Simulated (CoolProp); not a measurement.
Vapour-liquid equilibrium of n-decane (1) + n-dodecane (2) at 0.00095 bar; x and y are mole fractions of (1).

Computed with CoolProp (multi-fluid Helmholtz-energy mixture model, Lemmon 2006 and Lemmon 2004; pair parameters Bell 2016).

```tsv
x	bubble temperature (°C)	y at the bubble point	dew temperature at overall composition x (°C)	liquid density (mol/L)
0.05	42.6	0.298	46.3	4.331
0.125	37.6	0.555	45.2	4.400
0.2	33.7	0.699	44.2	4.466
0.275	30.5	0.787	43.0	4.529
0.35	27.9	0.845	41.7	4.592
0.425	25.8	0.885	40.4	4.654
0.5	24.0	0.914	38.8	4.716
0.575	22.4	0.936	37.1	4.779
0.65	21.0	0.953	35.1	4.842
0.725	19.7	0.966	32.8	4.907
0.8	18.6	0.977	30.0	4.973
0.875	17.6	0.987	26.4	5.040
0.95	16.6	0.995	21.2	5.108
```

No azeotrope shows between x = 0.05 and 0.95.

The pair parameters rest on a limited set of measurements; away from them the model extrapolates.
